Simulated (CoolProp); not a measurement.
Model: reference Helmholtz-energy equation of state, Tillner-Roth 1997, in CoolProp.

Q: Give the vapour pressure (kPa), liquid density (kg/m³), vapour density (kg/m³) of saturated CH2F2 (R32) at -81.75, 4.45 °C.

A: 
| T (°C) | p (kPa) | liquid density (kg/m³) | vapour density (kg/m³) |
|---|---|---|---|
| -81.75 | 16.5 | 1290 | 0.546 |
| 4.45 | 935 | 1040 | 25.4 |
